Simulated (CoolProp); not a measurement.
Vapour pressure (MPa) of carbon monoxide: the reference equation beside estimates from Tc = 132.9 K, pc = 3.498 MPa, ω = 0.050. Clausius-Clapeyron is anchored at 112.7 K with a constant enthalpy of vaporisation of 4.301 kJ/mol.

Computed with CoolProp (reference Helmholtz-energy equation of state, Lemmon 2006). It is a short technical equation, of lower accuracy than the large ones.

| T (K) | reference | Lee-Kesler | Clausius-Clapeyron | van der Waals | Redlich-Kwong |
|---|---|---|---|---|---|
| 96.8 | 0.4262 | (withheld) | 0.5899 | 0.8574 | 0.4250 |
| 99.1 | 0.5090 | 0.5095 | 0.6678 | 0.9621 | 0.5114 |
| 101.4 | 0.6029 | 0.6034 | 0.7517 | 1.075 | 0.6095 |
| 103.7 | 0.7088 | 0.7090 | 0.8418 | 1.195 | 0.7201 |
| 105.9 | 0.8219 | 0.8219 | 0.9337 | 1.319 | (withheld) |
| 108.2 | 0.9535 | 0.9530 | 1.036 | 1.456 | 0.9753 |
| 110.5 | 1.100 | 1.098 | 1.144 | 1.601 | 1.127 |
| 112.7 | 1.254 | 1.252 | 1.254 | 1.749 | 1.287 |
| 115 | 1.431 | 1.428 | 1.374 | 1.912 | 1.469 |
| 117.3 | 1.625 | 1.622 | 1.501 | 2.084 | 1.668 |
| 119.6 | 1.838 | 1.834 | 1.634 | (withheld) | 1.884 |
| 121.8 | 2.059 | 2.055 | 1.767 | 2.448 | (withheld) |
| 124.1 | 2.311 | 2.308 | 1.911 | 2.648 | 2.360 |
| 126.4 | 2.585 | 2.583 | 2.062 | 2.857 | 2.631 |

**Question.** Some entries are withheld; supply them.

**Answer.** 
- 96.8, Lee-Kesler: 0.4267
- 105.9, Redlich-Kwong: 0.8382
- 119.6, van der Waals: 2.265
- 121.8, Redlich-Kwong: 2.108

Absolute difference from the reference over all 14 rows, mean and median: Lee-Kesler 0.1 and 0.1 %, Clausius-Clapeyron 15.3 and 13.9 %, van der Waals 47.5 and 42.5 %, Redlich-Kwong 1.9 and 2.2 %.
